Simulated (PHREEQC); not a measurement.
## Copper plating or etch bath: an equilibrium model

Consider water at 25 °C with 0.0027 mol CuCl2, 0.00019 mol H2SO4 and 0.19 mol H3BO3 per kg of water. Closed to the air; pH follows from the charge balance.

The numbers come from PHREEQC with the ion-association model, phreeqc.dat.

Each row changes one thing in this solution. This is a speciation only: nothing precipitates in the calculation.

```json
[
 {"case": "as made", "pH": "3.46", "ionic strength (mol/kgw)": "0.00846", "SO4-2 (mol/kgw)": "0.000148", "HSO4- (mol/kgw)": "3.77e-6", "H2BO3- (mol/kgw)": "3.48e-7"},
 {"case": "temperature from 25 to 65 °C", "pH": "3.47", "ionic strength (mol/kgw)": "0.00821", "SO4-2 (mol/kgw)": "0.000139", "HSO4- (mol/kgw)": "9.20e-6", "H2BO3- (mol/kgw)": "6.80e-7"},
 {"case": "CuCl2 replaced by LiCl at the same molality", "pH": "3.45", "ionic strength (mol/kgw)": "0.00326", "SO4-2 (mol/kgw)": "?", "HSO4- (mol/kgw)": "?", "H2BO3- (mol/kgw)": "?"},
 {"case": "0.0092 mol/kgw KCl added", "pH": "3.47", "ionic strength (mol/kgw)": "0.0176", "SO4-2 (mol/kgw)": "0.000151", "HSO4- (mol/kgw)": "3.39e-6", "H2BO3- (mol/kgw)": "3.71e-7"},
 {"case": "CuCl2 from 0.0027 to 0.00405 mol/kgw", "pH": "3.47", "ionic strength (mol/kgw)": "0.0124", "SO4-2 (mol/kgw)": "0.000140", "HSO4- (mol/kgw)": "3.34e-6", "H2BO3- (mol/kgw)": "?"},
 {"case": "H2SO4 from 0.00019 to 0.0019 mol/kgw", "pH": "2.50", "ionic strength (mol/kgw)": "0.0121", "SO4-2 (mol/kgw)": "0.00133", "HSO4- (mol/kgw)": "0.000296", "H2BO3- (mol/kgw)": "3.86e-8"}
]
```

Task: Fill in the missing entries.

Result: 
- CuCl2 replaced by LiCl at the same molality, SO4-2 (mol/kgw): 0.000183
- CuCl2 replaced by LiCl at the same molality, HSO4- (mol/kgw): 5.25e-6
- CuCl2 replaced by LiCl at the same molality, H2BO3- (mol/kgw): 3.29e-7
- CuCl2 from 0.0027 to 0.00405 mol/kgw, H2BO3- (mol/kgw): 3.59e-7

Species that the database lacks are ignored. Constants without temperature data keep their 25 °C values here.
